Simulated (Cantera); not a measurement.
A closed system holds: 1 mol Ta(OEt)₅, 0.59 mol H₂O, 100 mol H₂, at 14.0 Pa.

Method: chemical equilibrium by Gibbs-energy minimisation in Cantera with the NASA 1993 tables (ideal gas, pure condensed phases). Candidate condensed phases: C, C₆H₆, C₇H₈, C₈H₁₈, H₂O, Ta, TaC, Ta₂O₅; 113 gas species. The feed counts by its element totals alone. TaC: taken at fixed stoichiometry. Condensed phases not in the tables: Ta₂C. Equilibrium is a limit: real reactors are often held back by kinetics, nucleation or transport.

**Question.** At 2198 K, list the 7 most abundant gas species with their mole fractions, and the condensed phases.

**Answer.** H₂ 0.596, H 0.363, CO 0.0385, C₂H₂ (acetylene) 0.00151, C₂H 3.17e-5, C₃ 1.66e-5, C 1.05e-5. Condensed: C(graphite) + TaC(s).
